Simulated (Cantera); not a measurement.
## Transport properties of process gases

Gas mixture: O2 : H2O : N2O = 0.46 : 0.87 : 0.11 (molar parts), at 173 Torr, frozen composition.

Cantera's kinetic-theory transport with the Lennard-Jones parameters of GRI-Mech 3.0, ideal gas; thermal conductivity in the multicomponent form. Polar gases are described roughly by these parameters. The composition is frozen, though it would react at the higher temperatures.

```json
[
 {"T (K)": "400", "ρ (kg/m³)": "0.169", "cp (J/kg/K)": "1373", "μ (µPa s)": "18.3", "λ (mW/m/K)": "36.5", "Pr": "0.687", "D (cm²/s) NH3": "1.56", "D (cm²/s) NO": "1.58", "D (cm²/s) CH4": "1.68"},
 {"T (K)": "650", "ρ (kg/m³)": "0.104", "cp (J/kg/K)": "1491", "μ (µPa s)": "28.4", "λ (mW/m/K)": "62.7", "Pr": "0.675", "D (cm²/s) NH3": "4.05", "D (cm²/s) NO": "3.78", "D (cm²/s) CH4": "4.07"},
 {"T (K)": "900", "ρ (kg/m³)": "0.0752", "cp (J/kg/K)": "1604", "μ (µPa s)": "37.6", "λ (mW/m/K)": "89.8", "Pr": "0.673", "D (cm²/s) NH3": "7.49", "D (cm²/s) NO": "6.64", "D (cm²/s) CH4": "7.22"},
 {"T (K)": "1150", "ρ (kg/m³)": "0.0589", "cp (J/kg/K)": "1708", "μ (µPa s)": "46.1", "λ (mW/m/K)": "117", "Pr": "0.672", "D (cm²/s) NH3": "11.8", "D (cm²/s) NO": "10.1", "D (cm²/s) CH4": "11.0"},
 {"T (K)": "1400", "ρ (kg/m³)": "0.0483", "cp (J/kg/K)": "1797", "μ (µPa s)": "54.0", "λ (mW/m/K)": "144", "Pr": "0.672", "D (cm²/s) NH3": "16.7", "D (cm²/s) NO": "14.1", "D (cm²/s) CH4": "15.4"},
 {"T (K)": "1650", "ρ (kg/m³)": "0.0410", "cp (J/kg/K)": "1874", "μ (µPa s)": "61.5", "λ (mW/m/K)": "171", "Pr": "0.673", "D (cm²/s) NH3": "22.4", "D (cm²/s) NO": "18.5", "D (cm²/s) CH4": "20.3"},
 {"T (K)": "1900", "ρ (kg/m³)": "0.0356", "cp (J/kg/K)": "1939", "μ (µPa s)": "68.4", "λ (mW/m/K)": "197", "Pr": "0.673", "D (cm²/s) NH3": "28.7", "D (cm²/s) NO": "23.4", "D (cm²/s) CH4": "25.8"},
 {"T (K)": "2150", "ρ (kg/m³)": "0.0315", "cp (J/kg/K)": "1994", "μ (µPa s)": "75.0", "λ (mW/m/K)": "222", "Pr": "0.673", "D (cm²/s) NH3": "35.5", "D (cm²/s) NO": "28.8", "D (cm²/s) CH4": "31.7"}
]
```
D: mixture-averaged diffusion coefficient of that species in the mixture.
